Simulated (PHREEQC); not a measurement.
PHREEQC input (acid-base model without metal-ligand complexes, wateq4f.dat):

```
PHASES
  Fix_H+
    H+ = H+
    -log_k 0
SOLUTION 1
  temp 25
  units mol/kgw
  pH 7 charge
  Cl 0.03
  Na 0.03
END
SELECTED_OUTPUT 1
  -reset false
  -pH true
  -pe true
  -ionic_strength true
  -water true
  -totals Ag Cl I Na
  -molalities H+ Ag+ Cl- I- Na+ O2 OH- AgCl AgCl2- AgCl3-2
    AgCl4-3 AgI AgI2- AgOH Ag(OH)2- AgI3-2 AgI4-3
  -equilibrium_phases Iodyrite Cerargyrite Ag2O
PRINT
  -reset false
USE solution 1
EQUILIBRIUM_PHASES 1
  Fix_H+ -5 HCl 10
    -force_equality true
  Iodyrite 0 0.01
  Cerargyrite 0 0
  Ag2O 0 0
  O2(g) -0.68 10
END
# ... the last block is repeated for the other 16 points of pH, with NaOH or the acid as the point needs
```

Selected output (columns that matter, 17 of 17 rows; pH added in front):

```
pH	mu	Ag	Cl	I	Na	m_H+	m_Ag+	m_Cl-	m_I-	m_Na+	m_OH-	m_AgOH	Iodyrite	Cerargyrite
5	0.030011	8.2539e-09	0.030011	1.4281e-08	0.03	1.144e-05	8.2539e-09	0.030011	1.4281e-08	0.03	1.185e-09	6.9582e-16	0.01	6.0276e-09
5.5	0.030004	8.2558e-09	0.030004	1.4278e-08	0.03	3.6176e-06	8.2558e-09	0.030004	1.4278e-08	0.03	3.7471e-09	2.2009e-15	0.01	6.022e-09
6	0.030001	8.2564e-09	0.030001	1.4277e-08	0.03	1.144e-06	8.2564e-09	0.030001	1.4277e-08	0.03	1.1849e-08	6.9604e-15	0.01	6.0202e-09
6.5	0.03	8.2566e-09	0.03	1.4276e-08	0.03	3.6176e-07	8.2566e-09	0.03	1.4276e-08	0.03	3.7471e-08	2.2011e-14	0.01	6.0196e-09
7	0.03	8.2567e-09	0.03	1.4276e-08	0.03	1.144e-07	8.2567e-09	0.03	1.4276e-08	0.03	1.1849e-07	6.9607e-14	0.01	6.0194e-09
7.5	0.03	8.2569e-09	0.03	1.4276e-08	0.03	3.6176e-08	8.2567e-09	0.03	1.4276e-08	0.03	3.7471e-07	2.2012e-13	0.01	6.0192e-09
8	0.030001	8.2574e-09	0.03	1.4276e-08	0.030001	1.144e-08	8.2567e-09	0.03	1.4276e-08	0.030001	1.1849e-06	6.9607e-13	0.01	6.0187e-09
8.5	0.030004	8.259e-09	0.03	1.4276e-08	0.030004	3.6176e-09	8.2568e-09	0.03	1.4276e-08	0.030004	3.7471e-06	2.2012e-12	0.01	6.0171e-09
9	0.030012	8.2641e-09	0.03	1.4276e-08	0.030012	1.144e-09	8.2571e-09	0.03	1.4276e-08	0.030012	1.185e-05	6.9609e-12	0.01	6.012e-09
9.5	0.030038	8.2801e-09	0.03	1.4276e-08	0.030037	3.6178e-10	8.258e-09	0.03	1.4276e-08	0.030037	3.7474e-05	2.2013e-11	0.01	5.9958e-09
10	0.030118	8.3314e-09	0.03	1.4276e-08	0.030119	1.1442e-10	8.261e-09	0.03	1.4276e-08	0.030119	0.00011853	6.9624e-11	0.01	5.9443e-09
10.5	0.030375	8.4989e-09	0.03	1.4275e-08	0.030375	3.6196e-11	8.2703e-09	0.03	1.4275e-08	0.030375	0.00037503	2.2029e-10	0.01	5.7761e-09
11	0.031188	9.0802e-09	0.03	1.4272e-08	0.031188	1.146e-11	8.2997e-09	0.03	1.4272e-08	0.031188	0.0011882	6.9775e-10	0.01	5.1922e-09
11.5	0.033779	1.1445e-08	0.03	1.4265e-08	0.033779	3.6369e-12	8.3902e-09	0.03	1.4265e-08	0.033779	0.0037788	2.2176e-09	0.01	2.8197e-09
12	0.042149	1.8641e-08	0.03	1.8641e-08	0.04215	1.1619e-12	6.6128e-09	0.03	1.8641e-08	0.04215	0.01215	5.434e-09	0.01	0
12.5	0.070082	4.2193e-08	0.03	4.2193e-08	0.070082	3.7648e-13	3.1392e-09	0.03	4.2193e-08	0.070082	0.040082	7.8116e-09	0.01	0
13	0.16807	1.266e-07	0.03	1.266e-07	0.16807	1.2432e-13	1.1823e-09	0.03	1.266e-07	0.16807	0.13807	8.5283e-09	0.0099999	0
```
